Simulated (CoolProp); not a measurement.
Nitrous oxide at 246.47 K and 7.69 MPa is throttled through a valve to 3.03 MPa with no heat exchange. Each further row changes one setting.

Values from CoolProp's reference Helmholtz-energy equation of state, Lemmon 2006. It is a short technical equation, of lower accuracy than the large ones.

```
case                       temperature change (K)  final phase  final density (kg/m³)
-------------------------  ----------------------  -----------  ---------------------
as stated                                    +0.2       liquid                   1030
outlet pressure 0.909 MPa              (withheld)   (withheld)             (withheld)
outlet pressure 3.94 MPa                     +0.2       liquid                   1030
```

**Question.** Complete the blanks.

**Answer.** 
- outlet pressure 0.909 MPa, temperature change (K): -14.2
- outlet pressure 0.909 MPa, final phase: two-phase, vapour fraction 0.087
- outlet pressure 0.909 MPa, final density (kg/m³): 220
